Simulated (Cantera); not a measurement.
An adiabatic, constant-pressure homogeneous reactor starts with CO : H₂ : O₂ : N₂ = 1 : 0.52 : 1.55 : 5.83 (molar parts), equivalence ratio 0.49, at 1750 K and 1.70 bar. Integrator tolerance rtol = 1e-08.

Computed with Cantera and GRI-Mech 3.0 (53 species, 325 reactions).

Question: What does this change do: constant volume in place of constant pressure?

Answer: 
```json
[
 {"quantity": "time of steepest temperature rise", "before": "7.06 µs", "after": "7.10 µs"},
 {"quantity": "temperature at 0.400 s", "before": "2672 K", "after": "2783 K"},
 {"quantity": "equilibrium temperature", "before": "2672 K", "after": "2783 K"},
 {"quantity": "x(CO) at 0.400 s", "before": "0.0218 (gas-phase equilibrium 0.0218)", "after": "0.0274 (gas-phase equilibrium 0.0274)"},
 {"quantity": "x(H₂) at 0.400 s", "before": "0.00179 (gas-phase equilibrium 0.00179)", "after": "0.00221 (gas-phase equilibrium 0.00221)"},
 {"quantity": "x(O₂) at 0.400 s", "before": "0.0910 (gas-phase equilibrium 0.0910)", "after": "0.0904 (gas-phase equilibrium 0.0904)"},
 {"quantity": "x(NO) at 0.400 s", "before": "0.0189 (gas-phase equilibrium 0.0189)", "after": "0.0221 (gas-phase equilibrium 0.0221)"},
 {"quantity": "x(CO₂) at 0.400 s", "before": "0.0986 (gas-phase equilibrium 0.0986)", "after": "0.0924 (gas-phase equilibrium 0.0924)"}
]
```

Question: What does this change do: initial temperature 1750 to 1400 K?

Answer: 
```json
[
 {"quantity": "time of steepest temperature rise", "before": "7.06 µs", "after": "18.0 µs"},
 {"quantity": "temperature at 0.400 s", "before": "2672 K", "after": "2496 K"},
 {"quantity": "equilibrium temperature", "before": "2672 K", "after": "2496 K"},
 {"quantity": "x(CO) at 0.400 s", "before": "0.0218 (gas-phase equilibrium 0.0218)", "after": "0.0103 (gas-phase equilibrium 0.0103)"},
 {"quantity": "x(H₂) at 0.400 s", "before": "0.00179 (gas-phase equilibrium 0.00179)", "after": "0.000869 (gas-phase equilibrium 0.000869)"},
 {"quantity": "x(O₂) at 0.400 s", "before": "0.0910 (gas-phase equilibrium 0.0910)", "after": "0.0911 (gas-phase equilibrium 0.0911)"},
 {"quantity": "x(NO) at 0.400 s", "before": "0.0189 (gas-phase equilibrium 0.0189)", "after": "0.0142 (gas-phase equilibrium 0.0142)"},
 {"quantity": "x(CO₂) at 0.400 s", "before": "0.0986 (gas-phase equilibrium 0.0986)", "after": "0.111 (gas-phase equilibrium 0.111)"}
]
```
